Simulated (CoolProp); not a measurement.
Vapour-liquid equilibrium of ethane (1) + hydrogen sulfide (2) at 194.4 K; x and y are mole fractions of (1).

The numbers come from the multi-fluid Helmholtz-energy mixture model, Bücker 2006 and Lemmon 2006; pair parameters Kunz 2012 in CoolProp.

Q: Give the bubble pressure and the first vapour's composition at x = 0.05, 0.125, 0.275. Is there an azeotrope?

A: x = 0.05: 0.08988 MPa, y = 0.612; x = 0.125: 0.1317 MPa, y = 0.746; x = 0.275: 0.1554 MPa, y = 0.793. y crosses x between x = 0.875 and 0.95: the model has an azeotrope there.

Pair parameters are fitted to limited data, so mixtures are less certain than the pure fluids. With so large a gap from Raoult's law the liquid may split in two, which this calculation doesn't test in full.
